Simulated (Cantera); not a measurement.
**Equilibrium for thermal oxidation and active oxidation of silicon: Si + N2O + N2**

Input: 1 mol Si, a varied amount of N2O, 100 mol N2, equilibrated at 1200 K and 0.0510 bar.

Cantera equilibrium calculation (NASA polynomials, part measured and part estimated; ideal gas, pure solids and liquids). Candidate condensed phases: Si, SiO2, Si2N2O, Si3N4; 16 gas species. Mutual solubility and eutectic melting of coexisting phases are not modelled. The tables hold silica as quartz up to 1696 K and as liquid above; real silica turns to tridymite and cristobalite and melts near 1996 K. Kinetics and transport are ignored.

```csv
n(N2O) (mol),x N2,x O2,x NO,x NO2,x O,x SiO,n Si2N2O(s),n SiO2(β-quartz)
0.5,1.00,<1e-12,<1e-12,<1e-12,<1e-12,1.46e-11,0.500,0
0.63,1.00,<1e-12,<1e-12,<1e-12,<1e-12,4.79e-9,0.457,0.0867
0.79,1.00,<1e-12,<1e-12,<1e-12,<1e-12,4.79e-9,0.403,0.193
0.99,1.00,<1e-12,<1e-12,<1e-12,<1e-12,4.79e-9,0.337,0.327
1.2,1.00,<1e-12,<1e-12,<1e-12,<1e-12,4.79e-9,0.267,0.467
1.6,1.00,<1e-12,<1e-12,<1e-12,<1e-12,4.79e-9,0.133,0.733
2,1.00,<1e-12,4.06e-12,<1e-12,<1e-12,4.06e-12,0,1.00
2.4,0.998,0.00194,2.11e-5,7.78e-9,4.89e-9,<1e-12,0,1.00
```
x: gas mole fraction; n: condensed amount in mol.

At 0.5 mol N2O the condensed part is Si2N2O(s). From 0.63 mol N2O to 1.6 mol N2O the condensed part is SiO2(β-quartz) + Si2N2O(s). From 2 mol N2O to 2.4 mol N2O the condensed part is SiO2(β-quartz).
